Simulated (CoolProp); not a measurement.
Properties of water at several states (Tc = 373.9 °C, pc = 22060 kPa, ω = 0.344).

Computed with CoolProp (reference Helmholtz-energy equation of state, Wagner 2002).

```
T (°C)  p (kPa)          phase       Z  cv (kJ/(kg K))  viscosity (µPa s)  Prandtl number
------  -------  -------------  ------  --------------  -----------------  --------------
425.85    41000  supercritical  0.3140           3.023                  …            1.84
223.35    26300         liquid  0.1341               …                126               …
663.25     42.5            gas  0.9999           1.784               35.1           0.903
348.05     3100            gas  0.9419           1.728               22.1           0.988
639.55     73.1            gas  0.9997           1.768                  …               …
```

**Question.** Fill in the missing entries.

**Answer.** 
- 425.85, viscosity (µPa s): 50.1
- 223.35, cv (kJ/(kg K)): 3.224
- 223.35, Prandtl number: 0.848
- 639.55, viscosity (µPa s): 34.2
- 639.55, Prandtl number: 0.904

Viscosity comes from a separate model (Huber 2009). Thermal conductivity comes from a separate model (Huber 2012).
